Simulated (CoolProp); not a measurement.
Properties of neopentane along the isobar 168 bar (Tc = 160.6 °C, pc = 31.96 bar, ω = 0.196).

Model: reference Helmholtz-energy equation of state, Lemmon 2006, in CoolProp. It is a short technical equation, of lower accuracy than the large ones.

| T (°C) | phase | cp (kJ/(kg K)) | cv (kJ/(kg K)) | expansivity (1/kK) | fugacity coefficient |
|---|---|---|---|---|---|
| 19.15 | liquid | ? | 1.705 | 1.428 | 0.01812 |
| 42.55 | liquid | 2.317 | ? | 1.520 | 0.03457 |
| 65.95 | liquid | 2.431 | 1.904 | 1.631 | 0.05886 |
| 89.45 | liquid | 2.545 | 2.003 | 1.764 | 0.09176 |
| 112.85 | liquid | 2.658 | 2.100 | 1.920 | 0.1328 |
| 136.25 | liquid | 2.770 | 2.196 | 2.098 | 0.1812 |
| 159.75 | liquid | 2.880 | 2.292 | 2.297 | 0.2356 |
| 183.15 | supercritical | 2.984 | 2.385 | 2.504 | ? |
| 206.55 | supercritical | 3.081 | 2.478 | 2.705 | 0.3544 |
| 229.95 | supercritical | 3.170 | 2.568 | 2.882 | 0.4152 |
| 253.45 | supercritical | 3.248 | 2.656 | 3.014 | 0.4750 |
| 276.85 | supercritical | 3.316 | 2.742 | ? | ? |

Q: Fill in the missing entries.

A: 
- 19.15, cp (kJ/(kg K)): 2.205
- 42.55, cv (kJ/(kg K)): 1.805
- 183.15, fugacity coefficient: 0.2939
- 276.85, expansivity (1/kK): 3.085
- 276.85, fugacity coefficient: 0.5321
